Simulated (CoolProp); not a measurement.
Properties of R1234yf at several states (Tc = 94.7 °C, pc = 33.84 bar, ω = 0.276).

Values from CoolProp's reference Helmholtz-energy equation of state, Lemmon 2022.

| T (°C) | p (bar) | phase | density (kg/m³) | cv (kJ/(kg K)) | expansivity (1/kK) | Prandtl number | fugacity coefficient |
|---|---|---|---|---|---|---|---|
| -6.15 | 15.4 | liquid | 1201 | 0.8681 | 2.507 | 3.76 | 0.1611 |
| 44.25 | 65.1 | liquid | 1066 | 0.9474 | 3.244 | 3.00 | 0.1753 |
| 14.65 | 137 | liquid | 1190 | 0.9014 | 2.179 | 3.63 | 0.05565 |
| 59.75 | 4.41 | gas | 19.50 | 0.8994 | 3.814 | 0.827 | 0.9358 |
| -114.95 | 70.8 | liquid | 1492 | 0.7361 | 1.635 | 17.0 | 3.958e-5 |

Viscosity comes from a separate model (Bell 2016), an estimate that may be off by 10 % or more. Thermal conductivity comes from a separate model (Perkins 2011).
